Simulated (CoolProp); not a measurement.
Vapour-liquid equilibrium of propylene (1) + R142b (2) at -13.85 °C; x and y are mole fractions of (1).

Values from CoolProp's multi-fluid Helmholtz-energy mixture model, Lemmon 2013 and Lemmon 2006; pair parameters Bell 2016.

### Question
Give the bubble pressure and the first vapour's composition at x = 0.05, 0.2, 0.35. Is there an azeotrope?

### Answer
x = 0.05: 0.1010 MPa, y = 0.210; x = 0.2: 0.1535 MPa, y = 0.552; x = 0.35: 0.2026 MPa, y = 0.715. No azeotrope shows between x = 0.05 and 0.95.

The pair parameters rest on a limited set of measurements; away from them the model extrapolates.
